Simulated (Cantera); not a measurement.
## Ammonia decomposition in nitride growth gas

A perfectly stirred reactor is fed with 24.4 % NH3, 75.6 % N2, at 30.0 Torr; it is held at 2225 K, and followed from long to short residence time.

Cantera simulation using the gas-phase N/H chemistry of the illustrative SiF4/NH3 mechanism in the Surface Chemkin manual (1991); the numbers are that mechanism's predictions, not measurements. Walls and surfaces, which speed up NH3 decomposition in real reactors, are not modelled.

```json
[
 {"τ (s)": "13", "x NH3": "0.000348", "x NH2": "2.15e-5", "x H2": "0.290", "x N2H4": "1.67e-12", "x N": "1.14e-5", "x NH": "1.03e-5", "x N2H2": "7.48e-9"},
 {"τ (s)": "3.9", "x NH3": "0.00407", "x NH2": "8.90e-5", "x H2": "0.288", "x N2H4": "2.86e-11", "x N": "5.74e-6", "x NH": "1.48e-5", "x N2H2": "5.30e-8"},
 {"τ (s)": "1.2", "x NH3": "0.0152", "x NH2": "0.000212", "x H2": "0.275", "x N2H4": "1.62e-10", "x N": "5.37e-6", "x NH": "2.21e-5", "x N2H2": "2.02e-7"},
 {"τ (s)": "0.37", "x NH3": "0.0429", "x NH2": "0.000439", "x H2": "0.241", "x N2H4": "6.97e-10", "x N": "5.49e-6", "x NH": "3.20e-5", "x N2H2": "6.49e-7"},
 {"τ (s)": "0.11", "x NH3": "0.0992", "x NH2": "0.000811", "x H2": "0.173", "x N2H4": "2.38e-9", "x N": "5.28e-6", "x NH": "4.25e-5", "x N2H2": "1.74e-6"},
 {"τ (s)": "0.035", "x NH3": "0.165", "x NH2": "0.00123", "x H2": "0.0934", "x N2H4": "5.47e-9", "x N": "4.15e-6", "x NH": "4.65e-5", "x N2H2": "3.20e-6"},
 {"τ (s)": "0.011", "x NH3": "0.213", "x NH2": "0.00162", "x H2": "0.0362", "x N2H4": "9.49e-9", "x N": "2.12e-6", "x NH": "4.04e-5", "x N2H2": "4.20e-6"},
 {"τ (s)": "0.0033", "x NH3": "0.234", "x NH2": "0.00179", "x H2": "0.0100", "x N2H4": "1.16e-8", "x N": "5.82e-7", "x NH": "2.73e-5", "x N2H2": "3.79e-6"},
 {"τ (s)": "0.0010", "x NH3": "0.241", "x NH2": "0.00134", "x H2": "0.00190", "x N2H4": "6.47e-9", "x N": "1.09e-7", "x NH": "1.38e-5", "x N2H2": "1.72e-6"},
 {"τ (s)": "0.00031", "x NH3": "0.243", "x NH2": "0.000553", "x H2": "0.000330", "x N2H4": "1.10e-9", "x N": "2.13e-8", "x NH": "3.59e-6", "x N2H2": "2.40e-7"}
]
```
x: mole fraction; the columns are a selection and need not sum to one.
